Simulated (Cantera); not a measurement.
Input (Python, Cantera) and output of one run.

```python
import numpy as np
import cantera as ct

gas_names = """
    HF H2
""".split()
cond_names = """
    Ba(cr) Ba(L) BaF2(a) BaF2(b,c) BaF2(L)
""".split()


# ... load() reads the species with a 1 bar reference pressure and builds the phases ...
species = {s.name: s for s in load("nasa_gas.yaml", gas_names) + load("nasa_condensed.yaml", cond_names)}
# Each term lists the table entries of one substance; the one whose range holds T is used.
reactions = {
    'Ba + 2 HF(g) = H2(g) + BaF2':
        [(-1, ['Ba(cr)', 'Ba(L)']), (-2, ['HF']), (1, ['H2']), (1, ['BaF2(a)', 'BaF2(b,c)', 'BaF2(L)'])],
}


def pick(names, T):
    return next(species[n] for n in names if species[n].thermo.min_temp <= T <= species[n].thermo.max_temp)


results = []
for label, terms in reactions.items():
    print(label)
    print("     T/K   dH/kJ  dS/(J/K)   dG/kJ   log10 K")
    for T in [300, 1073, 1098, 1123, 1148, 1173]:
        used = [(nu, pick(names, T)) for nu, names in terms]
        dH = sum(nu * s.thermo.h(T) for nu, s in used) / 1e6
        dS = sum(nu * s.thermo.s(T) for nu, s in used) / 1e3
        dG = dH - T * dS / 1e3
        logK = -dG * 1e6 / (ct.gas_constant * T * np.log(10))
        results.append((label, T, dH, dS, dG, logK, [s.name for _, s in used]))
        print(f"{T:8g} {dH:8.1f} {dS:8.1f} {dG:8.1f} {logK:8.2f}")
```

Output:

```
Ba + 2 HF(g) = H2(g) + BaF2
     T/K   dH/kJ  dS/(J/K)   dG/kJ   log10 K
     300   -663.4   -182.9   -608.5   105.95
    1073   -655.8   -166.4   -477.2    23.23
    1098   -654.8   -165.5   -473.1    22.51
    1123   -653.7   -164.5   -469.0    21.81
    1148   -652.5   -163.5   -464.9    21.15
    1173   -651.2   -162.4   -460.8    20.52
```

Source: NASA polynomial tables (part measured, part estimated), evaluated in Cantera. Condensed species are held in their standard states even where they would react or evaporate.
